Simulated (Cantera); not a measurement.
What does this Cantera script print?

```python
import numpy as np
import cantera as ct

gas = ct.Solution("gri30.yaml")
gas.TPX = 1400, 450, {'H2': 0.049, 'O2': 1}
reactor = ct.IdealGasConstPressureReactor(gas, energy="off", clone=False)
net = ct.ReactorNet([reactor])
net.rtol, net.atol = 1e-08, 1e-18
show = ['H2', 'O2', 'H', 'HO2', 'OH', 'H2O2']
times = np.geomspace(1e-05, 200, 15)

steps = ct.SolutionArray(gas, extra=["t"])
rows = []
print(f"{'t/s':>10s}{'T/K':>9s}{'P/Pa':>11s}" + "".join(f"{s:>11s}" for s in show))
for t in times:
    while net.time < t:
        t_next = net.step()
        steps.append(gas.state, t=t_next)
    rows.append([np.interp(t, steps.t, y) for y in (steps.T, steps.P, *steps(*show).X.T)])
    print(f"{t:10.3e}{rows[-1][0]:9.1f}{rows[-1][1]:11.4g}" + "".join(f"{x:11.3e}" for x in rows[-1][2:]))
rate = np.gradient(steps.T, steps.t)
print("integrator steps:", len(steps.t))
if steps.T.max() > steps.T[0] + 200:
    print(f"time of steepest temperature rise: {steps.t[rate.argmax()]:.4e} s")
gas.TPX = 1400, 450, {'H2': 0.049, 'O2': 1}
gas.equilibrate("TP")
print(f"equilibrium (TP): T = {gas.T:.1f} K  " + "  ".join(f"{s} {gas[s].X[0]:.3e}" for s in show))
```

Output:

```
       t/s      T/K       P/Pa         H2         O2          H        HO2         OH       H2O2
 1.000e-05   1400.0        450  4.671e-02  9.533e-01  3.246e-09  3.514e-09  2.728e-10  1.024e-13
 3.323e-05   1400.0        450  4.671e-02  9.533e-01  9.210e-09  1.168e-08  2.611e-09  1.127e-12
 1.104e-04   1400.0        450  4.671e-02  9.533e-01  2.262e-08  3.879e-08  2.024e-08  1.233e-11
 3.669e-04   1400.0        450  4.671e-02  9.533e-01  8.243e-08  1.288e-07  1.515e-07  1.325e-10
 1.219e-03   1400.0        450  4.670e-02  9.533e-01  2.466e-06  4.267e-07  5.447e-06  1.338e-09
 4.051e-03   1400.0        450  6.644e-03  9.200e-01  6.740e-03  7.094e-07  8.947e-03  3.390e-08
 1.346e-02   1400.0        450  7.427e-04  9.131e-01  5.103e-03  6.016e-07  5.565e-03  1.690e-08
 4.472e-02   1400.0        450  7.161e-04  9.146e-01  4.804e-03  5.948e-07  5.469e-03  1.682e-08
 1.486e-01   1400.0        450  6.356e-04  9.193e-01  3.950e-03  5.722e-07  5.165e-03  1.647e-08
 4.938e-01   1400.0        450  4.372e-04  9.300e-01  2.172e-03  4.986e-07  4.308e-03  1.509e-08
 1.641e+00   1400.0        450  1.645e-04  9.437e-01  4.796e-04  3.167e-07  2.662e-03  1.079e-08
 5.452e+00   1400.0        450  2.952e-05  9.504e-01  3.558e-05  1.123e-07  1.132e-03  4.842e-09
 1.811e+01   1400.0        450  3.997e-06  9.518e-01  1.759e-06  3.631e-08  4.169e-04  1.502e-09
 6.019e+01   1400.0        450  6.891e-07  9.521e-01  1.258e-07  3.837e-08  1.732e-04  4.906e-10
 2.000e+02   1400.0        450  3.370e-07  9.521e-01  4.302e-08  4.995e-08  1.212e-04  3.514e-10
integrator steps: 1517
equilibrium (TP): T = 1400.0 K  H2 3.319e-07  O2 9.521e-01  H 4.206e-08  HO2 5.026e-08  OH 1.202e-04  H2O2 3.496e-10
```

Computed with Cantera and GRI-Mech 3.0 (53 species, 325 reactions). Radical loss at walls, strong at low pressure, is not modelled. The temperature is held fixed by assumption; the heat of reaction is taken as removed at once.
